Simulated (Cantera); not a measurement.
A closed system holds: 1 mol HgO, 12 mol N2, at 85.0 Pa.

Method: chemical equilibrium by Gibbs-energy minimisation in Cantera with the NASA 1993 tables (ideal gas, pure condensed phases). Candidate condensed phases: Hg, HgO; 10 gas species. Kinetics and transport are ignored. All values below are at 950 K.

Base state: N2 0.889, Hg 0.0741, O2 0.0370 (mole fractions); condensed: gas only.

Problem. What changes in the equilibrium state with this change: 0.98 mol H2 added?

Solution. 
```
species  before     after
-------  ------  --------
N2        0.889     0.858
Hg       0.0741    0.0715
H2O           0    0.0701
O2       0.0370  0.000714
```
Further candidate phases: H2O.
